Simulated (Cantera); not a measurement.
**Equilibrium for silicon oxide and oxynitride deposition: SiCl₄ + NO + H₂**

Input: 1 mol SiCl₄, 8.9 mol NO, 1.9 mol H₂, equilibrated at 0.0950 bar.

Equilibrium computed with Cantera from the NASA thermochemical tables; the gas is ideal and each condensed phase is pure. Candidate condensed phases: H₂O, NH₄Cl, Si, SiO₂, Si₂N₂O, Si₃N₄; 47 gas species. The tables hold silica as quartz up to 1696 K and as liquid above; real silica turns to tridymite and cristobalite and melts near 1996 K. Rates play no part.

| T (K) | x N₂ | x O₂ | x HCl | x Cl₂ | x H₂O | x Cl | n SiO₂(α-quartz) | n SiO₂(β-quartz) |
|---|---|---|---|---|---|---|---|---|
| 725 | 0.397 | 0.255 | 0.126 | 0.115 | 0.106 | 1.51e-6 | 1.00 | 0 |
| 800 | 0.393 | 0.262 | 0.163 | 0.0955 | 0.0867 | 9.38e-6 | 1.00 | 0 |
| 875 | 0.390 | 0.268 | 0.193 | 0.0789 | 0.0702 | 4.20e-5 | 0 | 1.00 |
| 950 | 0.388 | 0.272 | 0.217 | 0.0656 | 0.0569 | 0.000147 | 0 | 1.00 |
| 1025 | 0.386 | 0.276 | 0.236 | 0.0551 | 0.0466 | 0.000426 | 0 | 1.00 |
| 1100 | 0.384 | 0.278 | 0.251 | 0.0468 | 0.0387 | 0.00106 | 0 | 1.00 |
| 1175 | 0.383 | 0.280 | 0.262 | 0.0401 | 0.0327 | 0.00235 | 0 | 1.00 |
| 1250 | 0.381 | 0.282 | 0.270 | 0.0343 | 0.0281 | 0.00469 | 0 | 1.00 |
| 1325 | 0.380 | 0.282 | 0.275 | 0.0292 | 0.0249 | 0.00855 | 0 | 1.00 |
| 1400 | 0.378 | 0.282 | 0.278 | 0.0242 | 0.0229 | 0.0143 | 0 | 1.00 |
| 1475 | 0.377 | 0.281 | 0.278 | 0.0194 | 0.0220 | 0.0222 | 0 | 1.00 |
| 1550 | 0.375 | 0.279 | 0.276 | 0.0148 | 0.0223 | 0.0319 | 0 | 1.00 |
| 1625 | 0.373 | 0.277 | 0.271 | 0.0108 | 0.0238 | 0.0429 | 0 | 1.00 |
x: gas mole fraction; n: condensed amount in mol.

From 725 K to 800 K the condensed part is SiO₂(α-quartz). From 875 K to 1625 K the condensed part is SiO₂(β-quartz).
